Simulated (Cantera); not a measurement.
An isothermal, constant-pressure homogeneous reactor starts with 1.95 % CH4, 97.5 % H2, 0.594 % N2, at 2025 K and 20.0 Torr.

Model: GRI-Mech 3.0 (53 species, 325 reactions), integrated in Cantera. GRI-Mech 3.0 stops at C3 and has no aromatics, soot or wall deposition, so with more carbon than oxygen in the feed, carbon stays in small species such as C2H2 where larger ones or solid carbon would form. Radical loss at walls, strong at low pressure, is not modelled.

Q: Predict: x(CH4) at 1.00 s; x(H2) at 1.00 s; x(C2H) at 1.00 s; x(C2H2) at 1.00 s; x(H) at 1.00 s.

A: 
| Property | Result |
|---|---|
| x(CH4) at 1.00 s | 7.23e-5 (gas-phase equilibrium 2.93e-5) |
| x(H2) at 1.00 s | 0.973 (gas-phase equilibrium 0.973) |
| x(C2H) at 1.00 s | 2.30e-6 (gas-phase equilibrium 1.86e-6) |
| x(C2H2) at 1.00 s | 0.00946 (gas-phase equilibrium 0.00759) |
| x(H) at 1.00 s | 0.0116 (gas-phase equilibrium 0.0117) |
